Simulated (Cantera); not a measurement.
An isothermal, constant-pressure homogeneous reactor starts with H₂ : O₂ = 0.027 : 1 (molar parts), equivalence ratio 0.013, at 1450 K and 0.0109 atm. Integrator tolerance rtol = 1e-08.

Cantera simulation using the H2/O2 subset of GRI-Mech 3.0, which has no nitrogen chemistry; the numbers are that mechanism's predictions, not measurements. Radical loss at walls, strong at low pressure, is not modelled.

Q: What does this change do: pressure from 0.0109 atm to 0.0263 atm?

A: 
| quantity | before | after |
|---|---|---|
| x(H₂) at 20.0 s | 3.77e-7 (gas-phase equilibrium 2.45e-7) | 1.57e-7 (gas-phase equilibrium 1.57e-7) |
| x(O₂) at 20.0 s | 0.973 (gas-phase equilibrium 0.973) | 0.973 (gas-phase equilibrium 0.973) |
| x(OH) at 20.0 s | 0.000145 (gas-phase equilibrium 0.000117) | 9.37e-5 (gas-phase equilibrium 9.37e-5) |
| x(O) at 20.0 s | 2.92e-5 (gas-phase equilibrium 1.90e-5) | 1.22e-5 (gas-phase equilibrium 1.22e-5) |
| x(H₂O) at 20.0 s | 0.0266 (gas-phase equilibrium 0.0266) | 0.0266 (gas-phase equilibrium 0.0266) |
